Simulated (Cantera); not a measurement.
An adiabatic, constant-pressure homogeneous reactor starts with 6.99 % CH4, 18.9 % O2, 74.1 % N2, equivalence ratio 0.74, at 1350 K and 1.78 atm.

Computed with Cantera and GRI-Mech 3.0 (53 species, 325 reactions).

One state of this run: T (K) = 2562; x CH4 = <1e-12; x O2 = 0.0455; x OH = 0.0117; x C2H6 = <1e-12; x CH2CO = <1e-12. x: mole fraction; the columns are a selection and need not sum to one.

Question: Which value of t (s) does it belong to?
A. 7.00e-6
B. 5.45e-5
C. 0.0257
D. 0.000152

Answer: C, 0.0257
